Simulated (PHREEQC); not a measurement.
A PHREEQC speciation (ion-association model, wateq4f.dat) at 9 °C gives pH 0.84 and these molalities:

```json
[
 {"species": "H+", "mol/kgw": "0.184"},
 {"species": "HSO4-", "mol/kgw": "0.147"},
 {"species": "SO4-2", "mol/kgw": "0.0388"},
 {"species": "Fe+2", "mol/kgw": "0.0163"},
 {"species": "FeHSO4+", "mol/kgw": "0.00844"},
 {"species": "FeSO4", "mol/kgw": "0.00624"}
]
```

Problem. What are the element totals, and what could have been dissolved in 1 kg of water to give them?

Solution. Several could match; the one computed here: totals Fe(2) 0.0310, S(6) 0.201 mol/kgw, from 0.17 mol/kgw H2SO4 and 0.031 mol/kgw FeSO4.

No solid was allowed to form. Species that the database lacks are ignored. At this temperature some constants are extrapolated from 25 °C, and those without enthalpy data are left unchanged.
